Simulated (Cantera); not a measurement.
An isothermal, constant-pressure homogeneous reactor starts with 2.56 % H₂, 6.09 % O₂, 91.4 % N₂, at 1050 K and 1.00 bar.

Computed with Cantera and GRI-Mech 3.0 (53 species, 325 reactions).

One state of this run: x H₂ = 1.67e-10; x O₂ = 0.0487; x NO₂ = 3.55e-9; x H = <1e-12; x NO = 1.38e-7; x H₂O = 0.0259. x: mole fraction; the columns are a selection and need not sum to one.

### Question
Which value of t (s) does it belong to?
A) 0.435
B) 1.00e-5
C) 2.00
D) 0.00447

### Answer
C, 2.00
